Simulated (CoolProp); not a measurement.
Vapour-liquid equilibrium of ethanol (1) + n-nonane (2) at 385 K; x and y are mole fractions of (1).

Values from CoolProp's multi-fluid Helmholtz-energy mixture model, Schroeder 2014 and Lemmon 2006; pair parameters Bell 2016.

```json
[
 {"x": "0.05", "bubble pressure, mixture model (MPa)": "0.09876", "bubble pressure, Raoult's law (MPa)": "0.04680", "y, mixture model": "0.681", "y, Raoult's law": "0.354"},
 {"x": "0.125", "bubble pressure, mixture model (MPa)": "0.1707", "bubble pressure, Raoult's law (MPa)": "0.06929", "y, mixture model": "0.820", "y, Raoult's law": "0.598"},
 {"x": "0.2", "bubble pressure, mixture model (MPa)": "0.2173", "bubble pressure, Raoult's law (MPa)": "0.09178", "y, mixture model": "0.863", "y, Raoult's law": "0.723"},
 {"x": "0.275", "bubble pressure, mixture model (MPa)": "0.2466", "bubble pressure, Raoult's law (MPa)": "0.1143", "y, mixture model": "0.882", "y, Raoult's law": "0.798"},
 {"x": "0.35", "bubble pressure, mixture model (MPa)": "0.2646", "bubble pressure, Raoult's law (MPa)": "0.1368", "y, mixture model": "0.893", "y, Raoult's law": "0.849"},
 {"x": "0.425", "bubble pressure, mixture model (MPa)": "0.2756", "bubble pressure, Raoult's law (MPa)": "0.1593", "y, mixture model": "0.900", "y, Raoult's law": "0.885"},
 {"x": "0.5", "bubble pressure, mixture model (MPa)": "0.2826", "bubble pressure, Raoult's law (MPa)": "0.1818", "y, mixture model": "0.904", "y, Raoult's law": "0.912"},
 {"x": "0.575", "bubble pressure, mixture model (MPa)": "0.2879", "bubble pressure, Raoult's law (MPa)": "0.2042", "y, mixture model": "0.908", "y, Raoult's law": "0.934"},
 {"x": "0.65", "bubble pressure, mixture model (MPa)": "0.2930", "bubble pressure, Raoult's law (MPa)": "0.2267", "y, mixture model": "0.912", "y, Raoult's law": "0.951"},
 {"x": "0.725", "bubble pressure, mixture model (MPa)": "0.2989", "bubble pressure, Raoult's law (MPa)": "0.2492", "y, mixture model": "0.919", "y, Raoult's law": "0.965"},
 {"x": "0.8", "bubble pressure, mixture model (MPa)": "0.3062", "bubble pressure, Raoult's law (MPa)": "0.2717", "y, mixture model": "0.928", "y, Raoult's law": "0.977"},
 {"x": "0.875", "bubble pressure, mixture model (MPa)": "0.3151", "bubble pressure, Raoult's law (MPa)": "0.2942", "y, mixture model": "0.945", "y, Raoult's law": "0.986"},
 {"x": "0.95", "bubble pressure, mixture model (MPa)": "0.3251", "bubble pressure, Raoult's law (MPa)": "0.3167", "y, mixture model": "0.972", "y, Raoult's law": "0.995"}
]
```

The largest gap from Raoult's law is +146.4 % in bubble pressure, at x = 0.125. No azeotrope shows between x = 0.05 and 0.95.

The pair parameters rest on a limited set of measurements; away from them the model extrapolates. With so large a gap from Raoult's law the liquid may split in two, which this calculation doesn't test in full.
